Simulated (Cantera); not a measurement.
Charge: 1 mol Fe3O4, 0.95 mol C, 0.22 mol H2, held at 1723.15 K.

Cantera equilibrium calculation (NASA polynomials, part measured and part estimated; ideal gas, pure solids and liquids). Candidate condensed phases: C, C6H6, C7H8, C8H18, Fe, Fe(CO)5, FeO, Fe(OH)2, Fe(OH)3, Fe2O3, Fe3O4, H2O; 114 gas species. Mutual solubility and eutectic melting of coexisting phases are not modelled. The tables' stoichiometric FeO is somewhat more stable than real wüstite, so its field is too wide. FeO: taken at fixed stoichiometry. The numbers say what is thermodynamically allowed, not how fast it happens.

log p: log10 of the partial pressure in bar; n: condensed amount in mol.

| P (Pa) | log p CO | log p H2 | log p CO2 | log p Fe | log p H2O | n Fe(δ) | n FeO(l) |
|---|---|---|---|---|---|---|---|
| 10 | -4.19 | -4.94 | -5.07 | -5.04 | -5.28 | 0.0118 | 2.87 |
| 42 | -3.53 | -4.28 | -4.41 | -5.04 | -4.61 | 0.105 | 2.87 |
| 180 | … | … | … | -5.04 | … | 0.125 | 2.87 |
| 750 | -2.27 | -3.02 | -3.15 | -5.04 | -3.35 | 0.130 | 2.87 |
| 3200 | -1.64 | -2.39 | -2.52 | -5.04 | -2.72 | 0.131 | 2.87 |
| 13000 | -1.03 | -1.78 | -1.91 | -5.04 | -2.11 | 0.131 | 2.87 |
| 56000 | -0.40 | -1.14 | -1.27 | -5.04 | -1.48 | 0.131 | 2.87 |
| 240000 | … | … | … | -5.04 | … | 0.131 | 2.87 |
| 1000000 | 0.86 | 0.11 | -0.02 | -5.04 | -0.22 | 0.131 | 2.87 |

### Question
Fill in the missing entries.

### Answer

- 180, log p CO: -2.89
- 180, log p H2: -3.64
- 180, log p CO2: -3.77
- 180, log p H2O: -3.97
- 240000, log p CO: 0.24
- 240000, log p H2: -0.51
- 240000, log p CO2: -0.64
- 240000, log p H2O: -0.84
